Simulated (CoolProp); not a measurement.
A single-stage vapour-compression cycle with sulfur dioxide: evaporating at 319.15 K (dew point), condensing at 368.15 K (bubble point), superheat 10 K, subcooling 8 K, compressor efficiency 0.6, no pressure losses. Each further row changes one setting.

Values from CoolProp's reference Helmholtz-energy equation of state, Gao 2016.

| case | cooling COP | pressure ratio | discharge temperature (K) | refrigerating effect (kJ/kg) | volumetric capacity (kJ/m³) |
|---|---|---|---|---|---|
| as stated | … | 3.33 | 464.3 | 280 | 5440 |
| evaporating temperature 324.15 K | … | 2.90 | … | 282 | 6270 |
| condensing temperature 363.15 K | 3.68 | … | 451.2 | 288 | 5590 |
| subcooling 13 K | 3.32 | 3.33 | 464.3 | 288 | 5590 |
| superheat 20 K | … | 3.33 | … | 288 | 5360 |
| compressor efficiency 0.5 | … | 3.33 | 485.6 | 280 | 5440 |

Q: What belongs in the gaps?

A: 
- as stated, cooling COP: 3.23
- evaporating temperature 324.15 K, cooling COP: 3.72
- evaporating temperature 324.15 K, discharge temperature (K): 453.0
- condensing temperature 363.15 K, pressure ratio: 2.99
- superheat 20 K, cooling COP: 3.19
- superheat 20 K, discharge temperature (K): 478.5
- compressor efficiency 0.5, cooling COP: 2.69
